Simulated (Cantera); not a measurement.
A closed system holds: 1 mol SiCl4, 0.79 mol HCl, 15 mol H2, held at 810000 Pa.

Cantera equilibrium calculation (NASA polynomials, part measured and part estimated; ideal gas, pure solids and liquids). Candidate condensed phases: Si; 19 gas species. The tables' values for SiCl3 are old estimates; treat these amounts as uncertain. Equilibrium is a limit: real reactors are often held back by kinetics, nucleation or transport. All values below are at 1773 K.

Base state: H2 0.806, HCl 0.137, SiCl2 0.0372, SiCl3 0.00921, SiHCl3 0.00534, SiCl4 0.00387, SiH2Cl2 0.00132, SiH3Cl 0.000100 (mole fractions); condensed: gas only.

Task: What changes in the equilibrium state with this change: pressure from 810000 Pa to 10000 Pa?

Result: 
```
species    before     after
-------  --------  --------
H2          0.806     0.788
HCl         0.137     0.155
SiCl2      0.0372    0.0542
Si        1.31e-7   1.18e-5
SiH3Cl   0.000100   1.52e-6
SiH2Cl2   0.00132   2.32e-5
SiHCl3    0.00534  0.000109
```
The tables' values for SiCl3, SiCl are old estimates; treat these amounts as uncertain. Gases not in the tables: Si2H6 and higher silanes.
